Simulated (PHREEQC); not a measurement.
Solution (25 °C): 0.013 mol CsOH, 0.00027 mol Na2SiO3 and 0.25 mol K3PO4 per kg of water. Closed to the air; pH follows from the charge balance.

All values are PHREEQC results (ion-association model, wateq4f.dat), not measurements.

No solid was allowed to form.

Task: Order these P species by the share of P that they hold, largest first: PO4-3, HPO4-2, KHPO4-.

Result: PO4-3 (90 %), HPO4-2 (8.5 %), KHPO4- (1.7 %)

The pH is 12.34 and the ionic strength 1.45 mol/kgw. Ionic strength above about 0.7 mol/kgw puts this run outside the model's range. H3PO4, which wateq4f.dat lacks, is added to it with the constant of phreeqc.dat.
